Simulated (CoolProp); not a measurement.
The numbers come from the reference Helmholtz-energy equation of state, Lemmon 2006 in CoolProp. It is a short technical equation, of lower accuracy than the large ones.

### Question
Give the vapour pressure (bar), liquid density (kg/m³), enthalpy of vaporisation (kJ/kg), liquid cp (kJ/(kg K)) of saturated n-nonane at 331.7 K.

### Answer
```
T (K)  p (bar)  liquid density (kg/m³)  enthalpy of vaporisation (kJ/kg)  liquid cp (kJ/(kg K))
-----  -------  ----------------------  --------------------------------  ---------------------
331.7   0.0371                     687                               344                   2.34
```
